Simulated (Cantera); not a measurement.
A closed system holds: 1 mol SiH2Cl2, 11 mol N2O, equilibrated at 975 °C.

These are equilibrium values from Cantera (NASA tables, ideal gas, pure condensed phases), not measurements of a reactor. Candidate condensed phases: H2O, NH4Cl, Si, SiO2, Si2N2O, Si3N4; 47 gas species. The tables hold silica as quartz up to 1696 K and as liquid above; real silica turns to tridymite and cristobalite and melts near 1996 K. Gases not in the tables: Si(OH)4. Kinetics and transport are ignored.

x: gas mole fraction; n: condensed amount in mol.

| P (Pa) | x N2 | x O2 | x HCl | x Cl | x H2O | x Cl2 | n SiO2(β-quartz) |
|---|---|---|---|---|---|---|---|
| 5 | 0.626 | 0.251 | 0.0951 | 0.0182 | 0.00935 | 0.000281 | 1.00 |
| 26 | 0.627 | 0.252 | 0.0985 | 0.0137 | 0.00771 | 0.000836 | 1.00 |
| 140 | 0.628 | 0.253 | 0.100 | ? | ? | ? | 1.00 |
| 710 | 0.629 | 0.253 | 0.0992 | ? | 0.00758 | ? | 1.00 |
| 3700 | 0.630 | 0.253 | 0.0957 | 0.00350 | 0.00945 | 0.00769 | 1.00 |
| 19000 | 0.632 | 0.252 | 0.0898 | 0.00189 | 0.0125 | 0.0116 | 1.00 |
| 100000 | 0.633 | 0.251 | 0.0816 | 0.000978 | 0.0168 | 0.0163 | 1.00 |

### Question
Complete the blanks.

### Answer

- 140, x Cl: 0.00962
- 140, x H2O: 0.00701
- 140, x Cl2: 0.00220
- 710, x Cl: 0.00611
- 710, x Cl2: 0.00452
